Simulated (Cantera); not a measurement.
A closed system holds: 1 mol Cu, 0.18 mol O₂, 96 mol H₂, 0.049 mol CO₂, equilibrated at 9.60 bar.

These are equilibrium values from Cantera (NASA tables, ideal gas, pure condensed phases), not measurements of a reactor. Candidate condensed phases: C, C₆H₆, C₇H₈, C₈H₁₈, Cu, CuO, Cu(OH)₂, Cu₂O, H₂O; 113 gas species. Equilibrium is a limit: real reactors are often held back by kinetics, nucleation or transport. All values below are at 1673 K.

Base state: H₂ 0.995, H₂O 0.00426, CO 0.000502, H 3.67e-5, Cu 1.16e-5 (mole fractions); condensed: Cu(l).

Q: What changes in the equilibrium state with this change: Cu replaced by Si?

A: 
```csv
species,before,after
H₂,0.995,0.999
SiO,0,0.000900
CH₄,7.30e-6,0.000155
H₂O,0.00426,1.73e-5
Cu,1.16e-5,0
SiH₄,0,1.19e-5
SiH₂,0,1.10e-5
CO,0.000502,4.29e-5
"Cu(l), mol",0.999,0
"Si(s), mol",0,0.698
"SiC(s), mol",0,0.0299
"SiO₂(β-quartz), mol",0,0.183
```
Mutual solubility and eutectic melting of coexisting phases are not modelled. The tables hold silica as quartz up to 1696 K and as liquid above; real silica turns to tridymite and cristobalite and melts near 1996 K. Gases not in the tables: Si₂H₆ and higher silanes. Further candidate phases: Si, SiC, SiO₂.
